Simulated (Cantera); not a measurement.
## Equilibrium for fluorocarbon and chlorocarbon gases: C₂F₆ + CH₄ + H₂

A closed system holds: 1 mol C₂F₆, 0.21 mol CH₄, a varied amount of H₂, equilibrated at 3175 °C and 47.0 mbar.

These are equilibrium values from Cantera (NASA tables, ideal gas, pure condensed phases), not measurements of a reactor. Candidate condensed phases: C, C₆H₆, C₇H₈, C₈H₁₈; 95 gas species. The feed counts by its element totals alone. Equilibrium is a limit: real reactors are often held back by kinetics, nucleation or transport.

```csv
n(H₂) (mol),x H,x F,x HF,x CF,x C₃,x H₂,x C,x C₂
0.64,0.0379,0.518,0.267,0.0707,0.0620,0.000246,0.0232,0.0129
0.82,0.0471,0.476,0.305,0.0652,0.0625,0.000379,0.0233,0.0130
1.1,0.0634,0.415,0.358,0.0570,0.0631,0.000689,0.0234,0.0131
1.4,0.0841,0.354,0.406,0.0487,0.0631,0.00121,0.0234,0.0131
1.7,0.108,0.301,0.444,0.0412,0.0626,0.00201,0.0233,0.0130
2.2,0.155,0.227,0.481,0.0308,0.0603,0.00413,0.0230,0.0127
2.9,0.228,0.157,0.490,0.0207,0.0551,0.00892,0.0224,0.0120
3.7,0.307,0.111,0.465,0.0139,0.0484,0.0162,0.0214,0.0110
4.7,0.389,0.0791,0.419,0.00940,0.0408,0.0259,0.0202,0.00979
6,0.468,0.0570,0.364,0.00633,0.0332,0.0374,0.0189,0.00854
7.7,0.540,0.0417,0.307,0.00427,0.0262,0.0499,0.0174,0.00729
9.9,0.602,0.0309,0.253,0.00290,0.0202,0.0620,0.0160,0.00613
```
x: gas mole fraction; nothing condenses.

From 0.64 mol H₂ to 9.9 mol H₂ nothing is condensed. The main C-bearing gas is C₃ throughout.
